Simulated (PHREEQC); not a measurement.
1 kg of water holding 36 mmol/kgw NaOH meets 20 L of dry gas (N2 0.55, O2 0.45 by moles) at fixed total pressure, at 200 atm; fugacities by Peng-Robinson. The gases take part in no redox reaction, some water evaporates into the gas, and hydrates or a liquid gas phase aren't modelled. No solid was allowed to form.

The numbers come from PHREEQC with the ion-association model, phreeqc.dat.

Q: Predict dissolved N2 (mol/kgw) at T (°C) = 20, 30, 40, 80, 90.

A: 
| T (°C) | dissolved N2 (mol/kgw) |
|---|---|
| 20 | 0.0595 |
| 30 | 0.0530 |
| 40 | 0.0484 |
| 80 | 0.0417 |
| 90 | 0.0419 |

Complexes and solids missing from the database can't appear. Away from 25 °C the constants follow the database's enthalpies or fits; those with neither stay at their 25 °C values.
